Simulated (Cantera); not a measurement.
# Carbon deposition, reforming and gasification: C₂H₄ + H₂ + O₂

Charge: 1 mol C₂H₄, 0.88 mol H₂, 0.39 mol O₂, equilibrated at 43.0 mbar.

Method: chemical equilibrium by Gibbs-energy minimisation in Cantera with the NASA 1993 tables (ideal gas, pure condensed phases). Candidate condensed phases: C, C₆H₆, C₇H₈, C₈H₁₈, H₂O; 110 gas species. The numbers say what is thermodynamically allowed, not how fast it happens.

| T (K) | log p H₂ | log p CH₄ | log p H | log p H₂O | log p CO | log p CO₂ | log p C₂H₂ (acetylene) | n C(graphite) |
|---|---|---|---|---|---|---|---|---|
| 573 | -2.02 | -1.73 | <-13 | -1.86 | -4.70 | -2.92 | <-13 | 1.06 |
| 773 | -1.50 | -2.67 | -12.79 | -2.37 | -2.55 | -2.71 | <-13 | 1.51 |
| 973 | -1.47 | -3.84 | -9.70 | -3.73 | -2.05 | -4.10 | -10.74 | 1.23 |
| 1173 | -1.47 | -4.65 | -7.66 | -4.96 | -2.04 | -5.63 | -8.68 | 1.22 |
| 1373 | -1.47 | -5.24 | -6.21 | -5.84 | -2.04 | -6.72 | -7.23 | 1.22 |
| 1573 | -1.47 | -5.68 | -5.13 | -6.49 | -2.04 | -7.52 | -6.16 | 1.22 |
| 1773 | -1.47 | -6.02 | -4.28 | -7.00 | -2.04 | -8.13 | -5.33 | 1.22 |
| 1973 | -1.47 | -6.29 | -3.61 | -7.40 | -2.04 | -8.61 | -4.67 | 1.22 |
| 2173 | -1.48 | -6.52 | -3.06 | -7.73 | -2.04 | -9.01 | -4.14 | 1.21 |
| 2373 | -1.50 | -6.73 | -2.61 | -8.02 | -2.05 | -9.34 | -3.71 | 1.19 |
| 2573 | -1.55 | -6.97 | -2.24 | -8.31 | -2.07 | -9.63 | -3.39 | 1.14 |
| 2773 | -1.64 | -7.27 | -1.95 | -8.61 | -2.10 | -9.92 | -3.15 | 1.06 |
| 2973 | -1.79 | -7.68 | -1.74 | -8.98 | -2.15 | -10.20 | -3.03 | 0.880 |
log p: log10 of the partial pressure in bar; n: condensed amount in mol.

From 573 K to 2973 K the condensed part is C(graphite). The main C-bearing gas is CH₄ at 573 K and CO at 2973 K. The share of C in condensed phases is highest at 773 K (75.4 %) and lowest at 2973 K (44.0 %).
